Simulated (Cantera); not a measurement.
An isothermal, constant-pressure homogeneous reactor starts with H2 : O2 = 0.033 : 1 (molar parts), equivalence ratio 0.017, at 1423 K and 0.00990 bar. Integrator tolerance rtol = 1e-08.

Cantera simulation using the H2/O2 subset of GRI-Mech 3.0, which has no nitrogen chemistry; the numbers are that mechanism's predictions, not measurements. Radical loss at walls, strong at low pressure, is not modelled.

Problem. What does this change do: H2 0.033 to 0.21 parts?

Solution. 
| quantity | before | after |
|---|---|---|
| x(H2) at 2.00 s | 1.38e-5 (gas-phase equilibrium 2.13e-7) | 8.88e-6 (gas-phase equilibrium 1.36e-6) |
| x(O2) at 2.00 s | 0.966 (gas-phase equilibrium 0.967) | 0.810 (gas-phase equilibrium 0.810) |
| x(OH) at 2.00 s | 0.000822 (gas-phase equilibrium 0.000102) | 0.000604 (gas-phase equilibrium 0.000237) |
| x(H) at 2.00 s | 1.63e-5 (gas-phase equilibrium 3.10e-8) | 1.30e-6 (gas-phase equilibrium 7.85e-8) |
| x(H2O) at 2.00 s | 0.0320 (gas-phase equilibrium 0.0324) | 0.190 (gas-phase equilibrium 0.190) |
| x(HO2) at 2.00 s | 1.35e-7 (gas-phase equilibrium 6.14e-8) | 1.08e-7 (gas-phase equilibrium 1.30e-7) |
| x(O) at 2.00 s | 0.000874 (gas-phase equilibrium 1.34e-5) | 7.96e-5 (gas-phase equilibrium 1.23e-5) |
The temperature is held fixed by assumption; the heat of reaction is taken as removed at once.

Problem. What does this change do: O2 1 to 2.6 parts?

Solution. 
| quantity | before | after |
|---|---|---|
| x(H2) at 2.00 s | 1.38e-5 (gas-phase equilibrium 2.13e-7) | 1.02e-5 (gas-phase equilibrium 8.19e-8) |
| x(O2) at 2.00 s | 0.966 (gas-phase equilibrium 0.967) | 0.985 (gas-phase equilibrium 0.987) |
| x(OH) at 2.00 s | 0.000822 (gas-phase equilibrium 0.000102) | 0.000712 (gas-phase equilibrium 6.41e-5) |
| x(H) at 2.00 s | 1.63e-5 (gas-phase equilibrium 3.10e-8) | 2.72e-5 (gas-phase equilibrium 1.92e-8) |
| x(H2O) at 2.00 s | 0.0320 (gas-phase equilibrium 0.0324) | 0.0122 (gas-phase equilibrium 0.0126) |
| x(HO2) at 2.00 s | 1.35e-7 (gas-phase equilibrium 6.14e-8) | 1.27e-7 (gas-phase equilibrium 3.89e-8) |
| x(O) at 2.00 s | 0.000874 (gas-phase equilibrium 1.34e-5) | 0.00172 (gas-phase equilibrium 1.35e-5) |

Problem. What does this change do: temperature 1423 to 925 K?

Solution. 
```
quantity                                             before                                     after
----------------  -----------------------------------------  ----------------------------------------
x(H2) at 2.00 s     1.38e-5 (gas-phase equilibrium 2.13e-7)  2.66e-7 (gas-phase equilibrium 2.61e-12)
x(O2) at 2.00 s         0.966 (gas-phase equilibrium 0.967)       0.968 (gas-phase equilibrium 0.968)
x(OH) at 2.00 s   0.000822 (gas-phase equilibrium 0.000102)   1.37e-5 (gas-phase equilibrium 6.26e-8)
x(H) at 2.00 s      1.63e-5 (gas-phase equilibrium 3.10e-8)    4.30e-8 (gas-phase equilibrium <1e-12)
x(H2O) at 2.00 s      0.0320 (gas-phase equilibrium 0.0324)     0.0325 (gas-phase equilibrium 0.0325)
x(HO2) at 2.00 s    1.35e-7 (gas-phase equilibrium 6.14e-8)  8.66e-8 (gas-phase equilibrium 1.44e-10)
x(O) at 2.00 s     0.000874 (gas-phase equilibrium 1.34e-5)  6.36e-6 (gas-phase equilibrium 1.33e-10)
```
Below about 950 K walls govern HO2 and H2O2 in real vessels.
